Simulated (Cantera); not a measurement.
An isothermal, constant-pressure homogeneous reactor starts with 21.7 % CH4, 78.3 % CO2, at 1650 K and 3.26 atm.

Cantera simulation using GRI-Mech 3.0 (53 species, 325 reactions); the numbers are that mechanism's predictions, not measurements.

One state of this run: x CH4 = 0.0992; x CO2 = 0.626; x H = 8.58e-6; x H2O2 = <1e-12; x CH3 = 0.000264; x O = 2.77e-11. x: mole fraction; the columns are a selection and need not sum to one.

Problem. Which value of t (s) does it belong to?
A) 0.419
B) 6.63e-5
C) 0.0126
D) 0.000382

Solution. C, 0.0126
